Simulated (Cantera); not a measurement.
Input: 1 mol TiCl4, a varied amount of H2O, held at 1727 °C and 3.30 mbar.

Cantera equilibrium calculation (NASA polynomials, part measured and part estimated; ideal gas, pure solids and liquids). Candidate condensed phases: H2O, Ti, TiCl2, TiCl3, TiCl4, TiO, TiO2, Ti2O3, Ti3O5, Ti4O7; 23 gas species. The tables' values for TiCl2, TiOCl are old estimates; treat these amounts as uncertain. Condensed phases not in the tables: Magnéli phases beyond Ti4O7. The numbers say what is thermodynamically allowed, not how fast it happens.

x: gas mole fraction; n: condensed amount in mol.

```
n(H2O) (mol)  x HCl     x H2O    x Cl   x TiCl3     x H2      x OH      x O2  n Ti4O7(l)  n TiO2(rutile)
------------  -----  --------  ------  --------  -------  --------  --------  ----------  --------------
1.3           0.726  0.000348   0.187    0.0590  0.00672   1.20e-5   6.76e-8       0.182               0
1.7           0.818   0.00171   0.155   0.00607   0.0124   4.34e-5   4.79e-7       0.241               0
2.2           0.822    0.0448  0.0860   2.09e-5   0.0406  0.000629   3.07e-5           0           0.999
2.9           0.705     0.172  0.0763   8.65e-7   0.0380   0.00250  0.000518           0           1.000
3.8               …         …       …         …   0.0362         …         …           0           1.000
4.9           0.502     0.392  0.0563   5.80e-8   0.0353   0.00589   0.00310           0           0.999
6.5           0.408     0.492  0.0460   1.96e-8   0.0349   0.00745   0.00501           0           0.999
8.5           0.331     0.575  0.0373   7.68e-9   0.0350   0.00869   0.00682           0           0.999
11                …         …       …         …   0.0352         …         …           0           0.999
15            0.205     0.709  0.0230   1.21e-9   0.0355    0.0106    0.0101           0           0.999
19            0.166     0.751  0.0185  5.78e-10   0.0357    0.0112    0.0111           0           0.999
```

Problem. Complete the blanks.

Solution. 
- 3.8, x HCl: 0.596
- 3.8, x H2O: 0.290
- 3.8, x Cl: 0.0660
- 3.8, x TiCl3: 1.80e-7
- 3.8, x OH: 0.00431
- 3.8, x O2: 0.00162
- 11, x HCl: 0.268
- 11, x H2O: 0.642
- 11, x Cl: 0.0301
- 11, x TiCl3: 3.27e-9
- 11, x OH: 0.00969
- 11, x O2: 0.00842
